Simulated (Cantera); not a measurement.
**Reactions in the system C-O-Pb**

Cantera with NASA thermochemical tables; ideal gases at 1 bar, condensed phases pure. Values are per mole of reaction as written; species without (g) are pure solids or liquids, kept so even where they would boil at 1 bar.

C + 2 PbO(g) → 2 Pb + CO₂(g)

```json
[
 {"T (K)": "1800", "ΔH° (kJ)": "-498.7", "ΔS° (J/K)": "-95.2", "ΔG° (kJ)": "-327.3", "log10 K": "9.50"},
 {"T (K)": "1900", "ΔH° (kJ)": "-497.1", "ΔS° (J/K)": "-94.4", "ΔG° (kJ)": "-317.8", "log10 K": "8.74"},
 {"T (K)": "2000", "ΔH° (kJ)": "-495.4", "ΔS° (J/K)": "-93.5", "ΔG° (kJ)": "-308.4", "log10 K": "8.05"},
 {"T (K)": "2100", "ΔH° (kJ)": "-493.7", "ΔS° (J/K)": "-92.7", "ΔG° (kJ)": "-299.1", "log10 K": "7.44"},
 {"T (K)": "2200", "ΔH° (kJ)": "-492.0", "ΔS° (J/K)": "-91.9", "ΔG° (kJ)": "-289.9", "log10 K": "6.88"},
 {"T (K)": "2300", "ΔH° (kJ)": "-490.3", "ΔS° (J/K)": "-91.1", "ΔG° (kJ)": "-280.7", "log10 K": "6.38"},
 {"T (K)": "2400", "ΔH° (kJ)": "-488.5", "ΔS° (J/K)": "-90.4", "ΔG° (kJ)": "-271.7", "log10 K": "5.91"},
 {"T (K)": "2500", "ΔH° (kJ)": "-486.7", "ΔS° (J/K)": "-89.6", "ΔG° (kJ)": "-262.7", "log10 K": "5.49"}
]
```
